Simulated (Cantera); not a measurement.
## Pyrogenic steam for wet oxidation

A perfectly stirred reactor is fed with 46.3 % H2, 24.4 % O2, 29.3 % N2, equivalence ratio 0.95, at 1.00 bar; it is held at 1250 K, and followed from long to short residence time.

Detailed kinetics in Cantera: the H2/O2 subset of GRI-Mech 3.0, which has no nitrogen chemistry. The temperature is held fixed by assumption; the heat of reaction is taken as removed at once.

```json
[
 {"τ (s)": "17", "x H2": "0.000158", "x O2": "0.0159", "x H2O": "0.603", "x OH": "2.75e-5", "x O": "2.35e-7"},
 {"τ (s)": "4.7", "x H2": "0.000406", "x O2": "0.0161", "x H2O": "0.603", "x OH": "3.71e-5", "x O": "6.06e-7"},
 {"τ (s)": "1.3", "x H2": "0.000884", "x O2": "0.0163", "x H2O": "0.602", "x OH": "5.88e-5", "x O": "1.80e-6"},
 {"τ (s)": "0.37", "x H2": "0.00165", "x O2": "0.0166", "x H2O": "0.601", "x OH": "0.000105", "x O": "5.57e-6"},
 {"τ (s)": "0.10", "x H2": "0.00304", "x O2": "0.0173", "x H2O": "0.599", "x OH": "0.000202", "x O": "1.80e-5"},
 {"τ (s)": "0.028", "x H2": "0.00564", "x O2": "0.0185", "x H2O": "0.595", "x OH": "0.000365", "x O": "5.24e-5"},
 {"τ (s)": "0.0079", "x H2": "0.0106", "x O2": "0.0210", "x H2O": "0.588", "x OH": "0.000622", "x O": "0.000139"},
 {"τ (s)": "0.0022", "x H2": "0.0201", "x O2": "0.0257", "x H2O": "0.575", "x OH": "0.00102", "x O": "0.000344"}
]
```
x: mole fraction; the columns are a selection and need not sum to one.
